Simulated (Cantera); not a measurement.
An adiabatic, constant-pressure homogeneous reactor starts with CH4 : C2H6 : O2 : N2 : H2O = 1 : 0.088 : 1.1 : 5.5 : 0.5 (molar parts), at 1550 K and 9.10 bar. Integrator tolerance rtol = 1e-08.

Detailed kinetics in Cantera: GRI-Mech 3.0 (53 species, 325 reactions).

```tsv
quantity	before	after
time of steepest temperature rise	91.3 µs	0.182 ms
temperature at 0.200 s	2361 K	2087 K
equilibrium temperature	2361 K	2087 K
x(CH4) at 0.200 s	1.17e-9 (gas-phase equilibrium 1.32e-9)	1.34e-9 (gas-phase equilibrium 1.50e-9)
x(C2H6) at 0.200 s	<1e-12 (gas-phase equilibrium <1e-12)	<1e-12 (gas-phase equilibrium <1e-12)
x(O2) at 0.200 s	8.86e-7 (gas-phase equilibrium 8.86e-7)	2.85e-8 (gas-phase equilibrium 2.85e-8)
x(OH) at 0.200 s	0.000286 (gas-phase equilibrium 0.000286)	3.22e-5 (gas-phase equilibrium 3.22e-5)
x(CO2) at 0.200 s	0.0178 (gas-phase equilibrium 0.0178)	0.0126 (gas-phase equilibrium 0.0126)
x(NO2) at 0.200 s	2.02e-10 (gas-phase equilibrium 2.02e-10)	8.55e-12 (gas-phase equilibrium 5.73e-12)
x(O) at 0.200 s	2.21e-6 (gas-phase equilibrium 2.21e-6)	7.13e-8 (gas-phase equilibrium 7.14e-8)
```

### Question
What was changed between the two runs?
A. N2 5.5 to 11 parts
B. pressure from 9.10 bar to 1.50 bar
C. pressure from 9.10 bar to 1.01 bar
D. initial temperature 1550 to 1300 K

### Answer
A, N2 5.5 to 11 parts
